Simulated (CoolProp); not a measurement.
100 sccm (0 °C, 1 atm) of nitrogen bubbles through liquid octamethylcyclotetrasiloxane (D4) at 322.5 K and leaves saturated at a total pressure of 0.0147 MPa (ideal gas phase). Each further row changes one setting.

Model: reference Helmholtz-energy equation of state, Thol 2015, in CoolProp.

```csv
case,vapour pressure (kPa),mole fraction of vapour,delivery (mg/min),delivery (sccm),change of delivery for a bath 1 K warmer (%)
as stated,0.691,0.0470,65.3,4.94,6.6
bath temperature 327.5 K,(withheld),0.0633,(withheld),6.76,6.4
total pressure 0.0294 MPa,0.691,0.0235,(withheld),2.41,6.4
```

Question: What belongs in the gaps?

Answer: 
- bath temperature 327.5 K, vapour pressure (kPa): 0.931
- bath temperature 327.5 K, delivery (mg/min): 89.5
- total pressure 0.0294 MPa, delivery (mg/min): 31.9
